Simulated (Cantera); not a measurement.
An isothermal, constant-pressure homogeneous reactor starts with H2 : O2 = 0.019 : 1 (molar parts), equivalence ratio 0.0095, at 1000 K and 0.0263 atm.

Computed with Cantera and the H2/O2 subset of GRI-Mech 3.0, which has no nitrogen chemistry. Radical loss at walls, strong at low pressure, is not modelled.

One state of this run: x H2 = 0.0180; x O2 = 0.981; x O = 0.000336; x HO2 = 5.82e-6; x H = 0.000101; x OH = 0.000169; x H2O2 = 9.73e-9. x: mole fraction; the columns are a selection and need not sum to one.

### Question
Which value of t (s) does it belong to?
A) 2.32
B) 0.00180
C) 0.300
D) 0.00500

### Answer
D, 0.00500
